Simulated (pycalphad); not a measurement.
All values are pycalphad results on the COST 507 light-alloy database (1999) (1 atm), not direct measurements. No gas phase is included, though pure Mg would boil below 1650 K. These are 1990s assessments: newer ones move some temperatures and phases. Kinetics are ignored, which matters at the lower temperatures.

**Mg-1.63Si-2.1Al (at.%): equilibrium cooling sequence**

```json
[
 {"T (K)": "926.5", "phases above": "liquid", "phases below": "liquid + MG2SI"},
 {"T (K)": "900.4", "phases above": "liquid + MG2SI", "phases below": "hcp + liquid + MG2SI"},
 {"T (K)": "869.5", "phases above": "hcp + liquid + MG2SI", "phases below": "hcp + MG2SI"},
 {"T (K)": "449.6", "phases above": "hcp + MG2SI", "phases below": "ALMG_GAMMA + hcp + MG2SI"}
]
```

Changes were sought between steps of 25 K, so a narrower field can be missed.

Database names, with the compositions (at.%) that they take in these runs: MG2SI: Mg 67 Si 33; ALMG_GAMMA: Mg 59 Al 41.
